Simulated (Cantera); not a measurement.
Input: 1 mol C3H8, 41 mol H2, held at 0.300 bar.

These are equilibrium values from Cantera (NASA tables, ideal gas, pure condensed phases), not measurements of a reactor. Candidate condensed phases: C, C6H6, C7H8, C8H18; 76 gas species. Kinetics and transport are ignored.

Q: What share of the C ends up in condensed phases as a function of T (°C), at 875, 975, 1075, 1175, 1275, 1375, 1475, 1575, 1675, 1775, 1875, 1975, 2075, 2175?

A: 
```json
[
 {"T (°C)": "875", "C condensed (%)": "89.5", "as": "C(graphite)"},
 {"T (°C)": "975", "C condensed (%)": "95.0", "as": "C(graphite)"},
 {"T (°C)": "1075", "C condensed (%)": "97.4", "as": "C(graphite)"},
 {"T (°C)": "1175", "C condensed (%)": "98.5", "as": "C(graphite)"},
 {"T (°C)": "1275", "C condensed (%)": "99.0", "as": "C(graphite)"},
 {"T (°C)": "1375", "C condensed (%)": "99.3", "as": "C(graphite)"},
 {"T (°C)": "1475", "C condensed (%)": "99.2", "as": "C(graphite)"},
 {"T (°C)": "1575", "C condensed (%)": "98.9", "as": "C(graphite)"},
 {"T (°C)": "1675", "C condensed (%)": "98.2", "as": "C(graphite)"},
 {"T (°C)": "1775", "C condensed (%)": "96.7", "as": "C(graphite)"},
 {"T (°C)": "1875", "C condensed (%)": "94.1", "as": "C(graphite)"},
 {"T (°C)": "1975", "C condensed (%)": "90.0", "as": "C(graphite)"},
 {"T (°C)": "2075", "C condensed (%)": "83.7", "as": "C(graphite)"},
 {"T (°C)": "2175", "C condensed (%)": "74.4", "as": "C(graphite)"}
]
```
